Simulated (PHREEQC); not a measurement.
Dissolve 2.7 mmol/kgw NH4BF4 at 5.9 °C. Closed to the air; pH follows from the charge balance.

Computed with PHREEQC (ion-association model, wateq4f.dat).

```
Property                    Value
----------------  ---------------
pH                           3.02
ionic strength    0.00372 mol/kgw
total alkalinity     -8.10 meq/kg
```

| species | molality | activity | log γ |
|---|---|---|---|
| NH4+ | 0.00270 | 0.00253 | -0.028 |
| F- | 0.00183 | 0.00171 | -0.028 |
| HF | 0.00178 | 0.00178 | 0.000 |
| BF4- | 0.00157 | 0.00147 | -0.029 |
| H+ | 0.00102 | 0.000964 | -0.026 |
| H3BO3 | 0.000813 | 0.000814 | 0.000 |
| BF3OH- | 0.000228 | 0.000213 | -0.029 |
| BF2(OH)2- | 8.67e-5 | 8.12e-5 | -0.029 |
| H2F2 | 1.59e-5 | 1.59e-5 | 0.000 |
| HF2- | 1.02e-5 | 9.59e-6 | -0.028 |
| BF(OH)3- | 4.78e-7 | 4.47e-7 | -0.029 |

No solid was allowed to form. Away from 25 °C the constants follow the database's enthalpies or fits; those with neither stay at their 25 °C values. Real BF4- forms and hydrolyses slowly; the run takes it at equilibrium.
